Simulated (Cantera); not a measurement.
An isothermal plug-flow reactor at 850 K and 158 Torr (inlet), inlet velocity 0.37 m/s, active area per volume 1100 1/m; feed CH4 : O2 : N2 : H2O = 0.0032 : 0.16 : 0.79 : 0.019 (molar parts).

Model: Deutschmann's 1995 Pt surface mechanism with GRI-Mech 3.0 gas chemistry, integrated in Cantera. Catalytic surfaces can have several steady states; this one follows from the mechanism file's or the stated starting coverage. Mass transfer to the wall is taken as infinitely fast.

What does this change do: pressure from 158 Torr to 248 Torr?


```json
[
 {"quantity": "x(CH4) at z = 0.025 m", "before": "0.00138", "after": "0.00179"},
 {"quantity": "x(O2) at z = 0.025 m", "before": "0.161", "after": "0.162"},
 {"quantity": "x(H2O) at z = 0.025 m", "before": "0.0234", "after": "0.0225"},
 {"quantity": "x(CO2) at z = 0.025 m", "before": "0.00191", "after": "0.00149"},
 {"quantity": "x(CO) at z = 0.025 m", "before": "3.20e-7", "after": "3.91e-7"},
 {"quantity": "θ(free Pt) at the exit", "before": "0.0946", "after": "0.0809"},
 {"quantity": "θ(O*) at the exit", "before": "0.904", "after": "0.917"},
 {"quantity": "θ(OH*) at the exit", "before": "0.00170", "after": "0.00195"}
]
```
